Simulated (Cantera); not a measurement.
Input: 1 mol SiH₂Cl₂, 16 mol N₂, held at 427 °C and 11.0 Pa.

These are equilibrium values from Cantera (NASA tables, ideal gas, pure condensed phases), not measurements of a reactor. Candidate condensed phases: NH₄Cl, Si, Si₃N₄; 28 gas species. N₂ is the only nitrogen source here; it is nearly inert below about 1500 K, so the nitride shown seldom forms there in practice. Kinetics and transport are ignored.

Base state: N₂ 0.894, HCl 0.0776, H₂ 0.0191, SiCl₄ 0.00954 (mole fractions); condensed: Si₃N₄(s).

Problem. What changes in the equilibrium state with this change: temperature from 427 °C to 1627 °C?

Solution. 
```json
[
 {"species": "N₂", "before": "0.894", "after": "0.855"},
 {"species": "HCl", "before": "0.0776", "after": "0.0373"},
 {"species": "H₂", "before": "0.0191", "after": "0.0284"},
 {"species": "SiCl₂", "before": "<1e-9", "after": "0.0271"},
 {"species": "Si", "before": "<1e-9", "after": "0.0234"},
 {"species": "H", "before": "<1e-9", "after": "0.0128"},
 {"species": "Cl", "before": "<1e-9", "after": "0.0126"},
 {"species": "SiCl", "before": "<1e-9", "after": "0.00268"},
 {"species": "SiCl₄", "before": "0.00954", "after": "2.19e-8"},
 {"species": "SiN", "before": "<1e-9", "after": "7.60e-5"},
 {"species": "Si₂", "before": "<1e-9", "after": "3.84e-5"},
 {"species": "Si₃N₄(s), mol", "before": "0.278", "after": "0"}
]
```
The tables' values for SiCl, SiN, SiCl₃ are old estimates; treat these amounts as uncertain.

Problem. What changes in the equilibrium state with this change: temperature from 427 °C to 1475 °C?

Solution. 
```json
[
 {"species": "N₂", "before": "0.894", "after": "0.875"},
 {"species": "SiCl₂", "before": "<1e-9", "after": "0.0409"},
 {"species": "H₂", "before": "0.0191", "after": "0.0406"},
 {"species": "HCl", "before": "0.0776", "after": "0.0238"},
 {"species": "Si", "before": "<1e-9", "after": "0.0116"},
 {"species": "H", "before": "<1e-9", "after": "0.00439"},
 {"species": "Cl", "before": "<1e-9", "after": "0.00199"},
 {"species": "SiCl", "before": "<1e-9", "after": "0.00171"},
 {"species": "SiCl₄", "before": "0.00954", "after": "4.57e-8"},
 {"species": "Si₃N₄(s), mol", "before": "0.278", "after": "0"}
]
```
The tables' values for SiCl, SiN, SiCl₃ are old estimates; treat these amounts as uncertain.

Problem. What changes in the equilibrium state with this change: temperature from 427 °C to 877 °C?

Solution. 
| species | before | after |
|---|---|---|
| N₂ | 0.894 | 0.889 |
| HCl | 0.0776 | 0.0909 |
| H₂ | 0.0191 | 0.0122 |
| SiCl₄ | 0.00954 | 0.00428 |
| SiCl₂ | <1e-9 | 0.00223 |
| SiCl₃ | 2.28e-8 | 0.000933 |
| Si₃N₄(s), mol | 0.278 | 0.290 |
The tables' values for SiCl₃ are old estimates; treat these amounts as uncertain.
